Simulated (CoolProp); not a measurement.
Properties of tetrahydrofuran along the isobar 4.87 MPa.

Values from CoolProp's reference Helmholtz-energy equation of state, Fiedler 2023.

```tsv
T (K)	phase	cv (kJ/(kg K))	speed of sound (m/s)	Joule-Thomson coefficient (K/MPa)	isothermal compressibility (1/MPa)	expansivity (1/kK)	fugacity coefficient
420.1	liquid	1.625	775.8	-0.1435	0.003071	1.814	0.1622
429.7	liquid	1.659	736.6	-0.1068	0.003472	1.914	0.1916
439.2	liquid	1.692	697.5	-0.06512	0.003953	2.029	0.2236
448.8	liquid	1.726	657.6	-0.01582	0.004555	2.169	0.2590
458.4	liquid	1.759	617.0	0.04317	0.005318	2.340	0.2973
468	liquid	1.792	575.4	0.1156	0.006311	2.553	0.3384
477.5	liquid	1.824	532.9	0.2064	0.007637	2.826	0.3817
487.1	liquid	1.857	488.0	0.3273	0.009533	3.197	0.4278
496.7	liquid	1.890	440.3	0.4958	0.01241	3.729	0.4760
506.2	liquid	1.923	389.1	0.7461	0.01717	4.552	0.5253
515.8	liquid	1.958	331.1	1.176	0.02671	6.070	0.5764
525.4	liquid	1.995	261.3	2.105	0.05389	9.936	0.6277
```
